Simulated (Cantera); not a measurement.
# Hydrocarbon pyrolysis for carbon deposition

An isothermal, constant-pressure homogeneous reactor starts with 9.09 % C3H8, 90.9 % H2, at 1700 K and 0.0132 atm.

Model: GRI-Mech 3.0 (53 species, 325 reactions), integrated in Cantera. GRI-Mech 3.0 was tuned for natural gas; its chemistry of propane as a main component is partial and can be far from experiment. GRI-Mech 3.0 stops at C3 and has no aromatics, soot or wall deposition, so with more carbon than oxygen in the feed, carbon stays in small species such as C2H2 where larger ones or solid carbon would form. Radical loss at walls, strong at low pressure, is not modelled.

```csv
t (s),x C3H8,x H2,x C2H2,x CH4,x CH3
1.00e-6,0.0907,0.909,2.74e-11,2.02e-6,0.000203
4.45e-6,0.0899,0.908,2.56e-9,3.91e-5,0.000877
1.98e-5,0.0851,0.904,6.27e-7,0.000796,0.00432
8.80e-5,0.0535,0.874,0.000268,0.0182,0.0217
0.000391,0.000201,0.821,0.0230,0.0847,0.0155
0.00174,7.70e-8,0.832,0.0542,0.0886,0.00471
0.00775,1.35e-8,0.838,0.0693,0.0854,0.00214
0.0345,5.19e-9,0.844,0.0751,0.0783,0.00147
0.153,2.29e-9,0.856,0.0830,0.0592,0.00112
0.682,2.65e-10,0.876,0.0965,0.0259,0.000569
3.03,4.57e-12,0.888,0.105,0.00583,0.000153
13.5,<1e-12,0.891,0.107,0.00120,3.31e-5
60.0,<1e-12,0.891,0.107,0.000486,1.34e-5
```
x: mole fraction; the columns are a selection and need not sum to one.

Equilibrium at this temperature and pressure: C3H8 <1e-12, H2 0.891, C2H2 0.107, CH4 0.000465, CH3 1.28e-5 (gas phase only).
